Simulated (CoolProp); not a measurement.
R236EA along the isobar 0.659 MPa: fugacity coefficient from the reference equation and from simpler models built on Tc = 412.4 K, pc = 3.414 MPa, ω = 0.368; each cubic takes its own stable root.

Values from CoolProp's reference Helmholtz-energy equation of state, Rui 2013.

```tsv
T (K)	phase	reference	van der Waals	Soave-Redlich-Kwong	Peng-Robinson
258.8	liquid	0.06178	0.5348	(withheld)	(withheld)
273.5	liquid	0.1193	(withheld)	0.1200	0.1204
288.1	liquid	(withheld)	0.8673	0.2123	(withheld)
302.8	liquid	0.3452	0.8817	0.3503	0.3463
317.5	liquid	0.5325	0.8940	0.5425	(withheld)
332.1	liquid	0.7764	0.9045	0.7928	0.7779
346.8	gas	0.8762	0.9137	0.8834	0.8758
361.5	gas	0.8938	0.9218	0.8981	0.8906
376.1	gas	0.9081	0.9288	(withheld)	0.9033
```

Task: What belongs in the gaps?

Result: 
- 258.8, Soave-Redlich-Kwong: 0.06193
- 258.8, Peng-Robinson: 0.06286
- 273.5, van der Waals: 0.6995
- 288.1, reference: 0.2101
- 288.1, Peng-Robinson: 0.2112
- 317.5, Peng-Robinson: 0.5339
- 376.1, Soave-Redlich-Kwong: 0.9106

At some of these states van der Waals gives the other phase, because its saturation line lies elsewhere.
